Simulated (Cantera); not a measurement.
Equilibrium for aluminium nitride and oxide growth: Al + O2 + N2

A closed system holds: 1 mol Al, a varied amount of O2, 3.3 mol N2, held at 998.15 K and 21.0 mbar.

Equilibrium computed with Cantera from the NASA thermochemical tables; the gas is ideal and each condensed phase is pure. Candidate condensed phases: Al, AlN, Al2O3; 16 gas species. Kinetics and transport are ignored.

From 0.25 mol O2 to 0.7 mol O2 the condensed part is AlN(s) + Al2O3(s). From 0.81 mol O2 to 1.4 mol O2 the condensed part is Al2O3(s).

```csv
n(O2) (mol),x N2,x O2,x NO,x NO2,n AlN(s),n Al2O3(s)
0.25,1.00,<1e-12,<1e-12,<1e-12,0.667,0.167
0.37,1.00,<1e-12,<1e-12,<1e-12,0.507,0.247
0.48,1.00,<1e-12,<1e-12,<1e-12,0.360,0.320
0.59,1.00,<1e-12,<1e-12,<1e-12,0.213,0.393
0.7,1.00,<1e-12,<1e-12,<1e-12,0.0667,0.467
0.81,0.982,0.0179,9.98e-6,2.31e-8,0,0.500
0.92,0.951,0.0490,1.63e-5,6.22e-8,0,0.500
1,0.930,0.0704,1.93e-5,8.85e-8,0,0.500
1.1,0.904,0.0959,2.22e-5,1.19e-7,0,0.500
1.3,0.857,0.143,2.64e-5,1.72e-7,0,0.500
1.4,0.835,0.165,2.79e-5,1.96e-7,0,0.500
```
x: gas mole fraction; n: condensed amount in mol.
